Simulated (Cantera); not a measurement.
A perfectly stirred reactor is fed with N2O : O2 = 1 : 0.056 (molar parts), at 4.43 Torr; it is held at 1400 K, and followed from long to short residence time.

Computed with Cantera and GRI-Mech 3.0 (53 species, 325 reactions). GRI-Mech 3.0 was tuned for natural gas; its chemistry of N2O as a main component is partial and can be far from experiment. Radical loss at walls, strong at low pressure, is not modelled. The temperature is held fixed by assumption; the heat of reaction is taken as removed at once.

What does this change do: temperature 1400 to 1173 K?


```csv
quantity,before,after
x(N2O) at τ = 16.0 s,0.297,0.901
x(O2) at τ = 16.0 s,0.218,0.0663
x(NO2) at τ = 16.0 s,1.50e-5,2.50e-7
x(NO) at τ = 16.0 s,0.0868,0.00293
x(N2) at τ = 16.0 s,0.398,0.0296
x(N2O) at τ = 0.260 s,0.914,0.946
x(O2) at τ = 0.260 s,0.0613,0.0533
x(NO2) at τ = 0.260 s,2.11e-7,3.58e-10
x(NO) at τ = 0.260 s,0.00434,4.98e-5
x(N2) at τ = 0.260 s,0.0199,0.000505
```
The mechanism lacks the step 2 NO + O2 → 2 NO2, which can matter for NO2 below about 1400 K.

What does this change do: N2O 1 to 0.17 parts?


```json
[
 {"quantity": "x(N2O) at τ = 16.0 s", "before": "0.297", "after": "0.247"},
 {"quantity": "x(O2) at τ = 16.0 s", "before": "0.218", "after": "0.350"},
 {"quantity": "x(NO2) at τ = 16.0 s", "before": "1.50e-5", "after": "1.80e-5"},
 {"quantity": "x(NO) at τ = 16.0 s", "before": "0.0868", "after": "0.0722"},
 {"quantity": "x(N2) at τ = 16.0 s", "before": "0.398", "after": "0.331"},
 {"quantity": "x(N2O) at τ = 0.260 s", "before": "0.914", "after": "0.728"},
 {"quantity": "x(O2) at τ = 0.260 s", "before": "0.0613", "after": "0.253"},
 {"quantity": "x(NO2) at τ = 0.260 s", "before": "2.11e-7", "after": "4.00e-7"},
 {"quantity": "x(NO) at τ = 0.260 s", "before": "0.00434", "after": "0.00346"},
 {"quantity": "x(N2) at τ = 0.260 s", "before": "0.0199", "after": "0.0158"}
]
```
